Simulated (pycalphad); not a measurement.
An equivalent pycalphad script:

```python
from pycalphad import Database, equilibrium, calculate, variables as v
import numpy as np
db = Database('COST507.tdb')
comps = ['SI', 'V', 'VA']
phases = ['BCC_A2', 'DIAMOND_A4', 'LIQUID', 'SI2V', 'SI3V5', 'SI5V6', 'SIV3']
eq = equilibrium(db, comps, phases, {v.X('V'): 0.0071, v.T: np.arange(2600, 499, -40), v.P: 101325, v.N: 1}, output=['HM', 'SM'])
```

Computed with pycalphad from the COST 507 light-alloy database (1999), at 1 atm. The database dates from 1999; later assessments differ in places, in temperatures and in the compounds included. Amounts are mole fractions of atoms. Diffusion is slow at the low end, where real alloys seldom reach equilibrium.

Results at three of the temperatures:

```
T = 1320.00 K, P = 101325 Pa, N = 1 mol of atoms
G = -47680 J/mol, H = 24763 J/mol, S = 54.88 J/(mol K)  (SER reference)
chemical potentials (J/mol): Si -46770, V -174888
phase             fraction      x(Si)       x(V)
DIAMOND_A4          0.9787     1.0000       none
SI2V                0.0213     0.6667     0.3333
```

```
T = 1240.00 K, P = 101325 Pa, N = 1 mol of atoms
G = -43357 J/mol, H = 22556 J/mol, S = 53.16 J/(mol K)  (SER reference)
chemical potentials (J/mol): Si -42453, V -169899
phase             fraction      x(Si)       x(V)
DIAMOND_A4          0.9787     1.0000       none
SI2V                0.0213     0.6667     0.3333
```

```
T = 1200.00 K, P = 101325 Pa, N = 1 mol of atoms
G = -41249 J/mol, H = 21464 J/mol, S = 52.26 J/(mol K)  (SER reference)
chemical potentials (J/mol): Si -40347, V -167465
phase             fraction      x(Si)       x(V)
DIAMOND_A4          0.9787     1.0000       none
SI2V                0.0213     0.6667     0.3333
```

Changes of the phase set, refined by bisection:

```json
[
 {"T (K)": "1683.8", "phases above": "liquid", "phases below": "diamond (Si) + liquid"},
 {"T (K)": "1675.1", "phases above": "diamond (Si) + liquid", "phases below": "diamond (Si) + SI2V"}
]
```

Database names, with the compositions (at.%) that they take in these runs: SI2V: Si 67 V 33. DIAMOND_A4 is diamond (Si). An entry "none" or "no" means that the model of the phase leaves that element out.
